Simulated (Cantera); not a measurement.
A perfectly stirred reactor is fed with 0.187 % CO, 0.462 % O2, 1.08 % H2O, 98.3 % N2, equivalence ratio 0.20, at 1.01 bar; it is held at 1350 K, and followed from long to short residence time.

Model: GRI-Mech 3.0 (53 species, 325 reactions), integrated in Cantera.

Problem. Predict: x(CO) at τ = 0.370 s; x(O2) at τ = 0.370 s; x(H2O) at τ = 0.370 s; x(HO2) at τ = 0.370 s; x(NO) at τ = 0.370 s; x(CO) at τ = 18.0 ms; x(O2) at τ = 18.0 ms; x(H2O) at τ = 18.0 ms; x(HO2) at τ = 18.0 ms; x(NO) at τ = 18.0 ms.

Solution. 
```
Property                  Value
---------------------  --------
x(CO) at τ = 0.370 s    5.26e-5
x(O2) at τ = 0.370 s    0.00371
x(H2O) at τ = 0.370 s    0.0108
x(HO2) at τ = 0.370 s   2.15e-7
x(NO) at τ = 0.370 s    1.75e-7
x(CO) at τ = 18.0 ms   0.000368
x(O2) at τ = 18.0 ms    0.00387
x(H2O) at τ = 18.0 ms    0.0107
x(HO2) at τ = 18.0 ms   6.77e-7
x(NO) at τ = 18.0 ms    7.46e-8
```
